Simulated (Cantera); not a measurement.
An isothermal, constant-pressure homogeneous reactor starts with 87.7 % NO, 12.3 % N2, at 1675 K and 13300 Pa.

Model: GRI-Mech 3.0 (53 species, 325 reactions), integrated in Cantera.

x: mole fraction; the columns are a selection and need not sum to one.

```json
[
 {"t (s)": "2.00e-5", "x NO": "0.877", "x NO2": "3.42e-9", "x O": "___", "x N2": "0.123", "x O2": "3.85e-11"},
 {"t (s)": "6.59e-5", "x NO": "0.877", "x NO2": "3.57e-8", "x O": "___", "x N2": "0.123", "x O2": "4.03e-10"},
 {"t (s)": "0.000217", "x NO": "0.877", "x NO2": "3.43e-7", "x O": "___", "x N2": "0.123", "x O2": "3.99e-9"},
 {"t (s)": "0.000717", "x NO": "0.877", "x NO2": "2.65e-6", "x O": "___", "x N2": "0.123", "x O2": "3.68e-8"},
 {"t (s)": "0.00236", "x NO": "0.877", "x NO2": "1.35e-5", "x O": "___", "x N2": "0.123", "x O2": "3.46e-7"},
 {"t (s)": "0.00779", "x NO": "0.877", "x NO2": "4.91e-5", "x O": "___", "x N2": "0.123", "x O2": "4.01e-6"},
 {"t (s)": "0.0257", "x NO": "0.877", "x NO2": "0.000126", "x O": "___", "x N2": "0.123", "x O2": "5.25e-5"},
 {"t (s)": "0.0847", "x NO": "0.876", "x NO2": "0.000172", "x O": "___", "x N2": "0.123", "x O2": "0.000403"},
 {"t (s)": "0.279", "x NO": "0.873", "x NO2": "0.000194", "x O": "___", "x N2": "0.125", "x O2": "0.00179"},
 {"t (s)": "0.920", "x NO": "0.864", "x NO2": "0.000239", "x O": "___", "x N2": "0.129", "x O2": "0.00640"},
 {"t (s)": "3.03", "x NO": "0.834", "x NO2": "0.000342", "x O": "___", "x N2": "0.144", "x O2": "0.0211"},
 {"t (s)": "10.0", "x NO": "0.748", "x NO2": "0.000501", "x O": "___", "x N2": "0.187", "x O2": "0.0642"}
]
```

Question: Fill in the missing entries.

Answer: 
- 2.00e-5, x O: 1.39e-7
- 6.59e-5, x O: 4.34e-7
- 0.000217, x O: 1.21e-6
- 0.000717, x O: 2.49e-6
- 0.00236, x O: 3.44e-6
- 0.00779, x O: 4.94e-6
- 0.0257, x O: 7.74e-6
- 0.0847, x O: 9.74e-6
- 0.279, x O: 1.07e-5
- 0.920, x O: 1.26e-5
- 3.03, x O: 1.72e-5
- 10.0, x O: 2.62e-5
